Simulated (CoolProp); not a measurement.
R227EA at 281.22 K and 0.701 MPa flows at 3.8 m/s in a round tube of 100 mm bore and 45 µm roughness, fully developed (64/Re and Nu = 3.66 if laminar; Colebrook and Gnielinski if turbulent). Each further row changes one setting.

Computed with CoolProp (reference Helmholtz-energy equation of state, Lemmon 2016).

| case | Reynolds number | Darcy friction factor | pressure drop (Pa/m) | heat-transfer coefficient (W/(m² K)) | mass flow (kg/h) |
|---|---|---|---|---|---|
| as stated | 1830000 | 0.0166 | 1750 | 5950 | 157000 |
| velocity 7.6 m/s | 3660000 | 0.0165 | 6940 | 11800 | 313000 |
| diameter 200 mm | 3660000 | 0.0143 | 754 | 5340 | 627000 |

Viscosity comes from a separate model (Huber 2003), an estimate that may be off by 10 % or more. Thermal conductivity comes from a separate model (Huber 2003), an estimate that may be off by 10 % or more.
